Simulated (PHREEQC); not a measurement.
Make-up at 20 °C: 0.21 mol HF, 0.017 mol NH4F and 6.6e-05 mol H3PO4 per kg of water. Closed to the air; pH follows from the charge balance.

Model: ion-association model, phreeqc.dat, run in PHREEQC.

Each row changes one thing in this solution. Precipitation was switched off in this run.

| case | pH | ionic strength (mol/kgw) | HF (mol/kgw) | F- (mol/kgw) | HF2- (mol/kgw) |
|---|---|---|---|---|---|
| as made | 2.01 | 0.0281 | 0.188 | 0.0166 | 0.0115 |
| H3PO4 left out | 2.01 | 0.0281 | 0.187 | 0.0166 | 0.0115 |
| diluted 100-fold with water | 3.06 | 0.00106 | 0.00120 | 0.00106 | 4.68e-6 |
| temperature from 20 to 90 °C | 2.44 | 0.0212 | 0.196 | 0.0117 | (withheld) |
| H3PO4 from 6.6e-05 to 0.00033 mol/kgw | 2.01 | 0.0282 | 0.188 | 0.0166 | 0.0114 |
| NH4F left out | 1.81 | 0.0171 | (withheld) | 0.0101 | 0.00694 |
| 0.024 mol/kgw NaCl added | (withheld) | 0.0526 | 0.187 | 0.0169 | 0.0116 |
| H3PO4 replaced by Na3PO4 at the same molality | 2.01 | 0.0282 | 0.187 | 0.0167 | 0.0115 |

Problem. Complete the blanks.

Solution. 
- temperature from 20 to 90 °C, HF2- (mol/kgw): 0.00947
- NH4F left out, HF (mol/kgw): 0.186
- 0.024 mol/kgw NaCl added, pH: 2.00

Species that the database lacks are ignored. Away from 25 °C the constants follow the database's enthalpies or fits; those with neither stay at their 25 °C values.
